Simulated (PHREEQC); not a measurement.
Model water analysis in mg/L, 20 °C, pH 6.09, pe 10: Na 0.0972; K 0.00269; Ca 0.0151; Mg 0.000298; Cl 0.114; S(6) as SO4 0.014; Alkalinity as HCO3 0.0802; O(0) (dissolved oxygen) 0.00498; Zn 0.000523.

Valence states are taken as typed.

The numbers come from PHREEQC with the ion-association model, phreeqc.dat.

Precipitation was switched off in this run.

Question: Estimate the ionic strength, charge-balance error.

Answer: ionic strength 6.31e-6 mol/kgw; charge-balance error 2.3 %.

Question: In which forms is C present?

Answer: CO2 66 %, HCO3- 34 % of the C.

Complexes and solids missing from the database can't appear.
